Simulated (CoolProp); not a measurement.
Decamethylcyclopentasiloxane (D5) along the isobar 101 kPa: fugacity coefficient from the reference equation and from simpler models built on Tc = 618.3 K, pc = 1078 kPa, ω = 0.631; each cubic takes its own stable root.

Model: reference Helmholtz-energy equation of state, Thol 2019, in CoolProp.

```tsv
T (K)	phase	reference	van der Waals	Peng-Robinson
477.5	liquid	0.7940	0.9490	0.7942
491.7	gas	0.9210	0.9523	0.9227
506	gas	0.9291	…	0.9296
520.2	gas	0.9361	0.9581	0.9357
534.5	gas	…	0.9607	0.9412
548.7	gas	0.9478	0.9631	0.9462
563	gas	0.9526	0.9653	0.9508
577.2	gas	0.9568	0.9672	…
591.5	gas	0.9607	0.9691	…
605.7	gas	0.9640	0.9708	0.9620
620	gas	0.9671	0.9724	0.9651
```

**Question.** Some entries are withheld; supply them.

**Answer.** 
- 506, van der Waals: 0.9554
- 534.5, reference: 0.9423
- 577.2, Peng-Robinson: 0.9549
- 591.5, Peng-Robinson: 0.9586

At some of these states van der Waals gives the other phase, because its saturation line lies elsewhere.
